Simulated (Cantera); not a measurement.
An isothermal, constant-pressure homogeneous reactor starts with 89.4 % NO, 9.83 % N₂, 0.813 % H₂O, at 2000 K and 1.00 bar.

Model: GRI-Mech 3.0 (53 species, 325 reactions), integrated in Cantera.

x: mole fraction; the columns are a selection and need not sum to one.

```csv
t (s),x NO,x O₂,x N₂,x N₂O,x NO₂,x O
1.00e-5,0.894,4.95e-8,0.0983,___,2.58e-6,5.75e-6
5.55e-5,0.893,1.33e-6,0.0983,___,3.03e-5,1.26e-5
0.000308,0.893,8.95e-5,0.0984,___,0.000157,3.96e-5
0.00171,0.890,0.00139,0.0997,0.000324,0.000241,5.87e-5
0.00949,0.874,0.00923,0.108,0.000320,0.000388,8.97e-5
0.0527,0.790,0.0509,0.150,___,0.000701,0.000168
0.292,0.473,0.209,0.308,___,0.000817,0.000315
1.62,0.0792,0.406,0.505,___,0.000190,0.000430
9.01,0.0104,0.441,0.540,4.38e-7,2.60e-5,0.000447
50.0,0.00923,0.442,0.540,4.30e-7,2.31e-5,0.000447
```

Question: Some entries are withheld; supply them.

Answer: 
- 1.00e-5, x N₂O: 9.16e-6
- 5.55e-5, x N₂O: 4.80e-5
- 0.000308, x N₂O: 0.000193
- 0.0527, x N₂O: 0.000260
- 0.292, x N₂O: 8.94e-5
- 1.62, x N₂O: 2.78e-6
